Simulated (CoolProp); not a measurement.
Vapour-liquid equilibrium of acetone (1) + water (2) at 77.75 °C; x and y are mole fractions of (1).

The numbers come from the multi-fluid Helmholtz-energy mixture model, Lemmon 2006 and Wagner 2002; pair parameters Bell 2016 in CoolProp.

```csv
x,"bubble pressure, mixture model (MPa)","bubble pressure, Raoult's law (MPa)","y, mixture model","y, Raoult's law"
0.05,0.09049,0.05118,0.539,0.197
0.15,0.1418,0.06703,0.723,0.451
0.25,0.1609,0.08288,0.765,0.609
0.35,0.1677,0.09872,0.780,0.715
0.45,0.1713,0.1146,0.789,0.792
0.55,0.1752,0.1304,0.801,0.851
0.65,0.1804,0.1463,0.821,0.896
0.75,0.1866,0.1621,0.854,0.933
0.85,0.1931,0.1780,0.901,0.964
0.95,0.1991,0.1938,0.963,0.989
```

The largest gap from Raoult's law is +111.5 % in bubble pressure, at x = 0.15. No azeotrope shows between x = 0.05 and 0.95.

The pair parameters rest on a limited set of measurements; away from them the model extrapolates. With so large a gap from Raoult's law the liquid may split in two, which this calculation doesn't test in full.
